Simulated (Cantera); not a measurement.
Charge: 1 mol SiC, 0.033 mol H₂O, 32 mol N₂, held at 1000 K and 0.460 Pa.

Cantera equilibrium calculation (NASA polynomials, part measured and part estimated; ideal gas, pure solids and liquids). Candidate condensed phases: C, C₆H₆, C₇H₈, C₈H₁₈, H₂O, Si, SiC, SiO₂, Si₂N₂O, Si₃N₄; 151 gas species. N₂ is the only nitrogen source here; it is nearly inert below about 1500 K, so the nitride shown seldom forms there in practice. Kinetics and transport are ignored.

Base state: N₂ 0.999, H₂ 0.00105 (mole fractions); condensed: C(graphite) + Si₂N₂O(s) + Si₃N₄(s).

**Question.** What changes in the equilibrium state with this change: temperature from 1000 K to 1048.15 K?

**Answer.** 
```csv
species,before,after
N₂,0.999,0.999
H₂,0.00105,0.00103
"C(graphite), mol",1.000,0.0651
"Si₂N₂O(s), mol",0.0330,0.0327
"Si₃N₄(s), mol",0.311,0
"SiC(s), mol",0,0.935
```
Mutual solubility and eutectic melting of coexisting phases are not modelled.
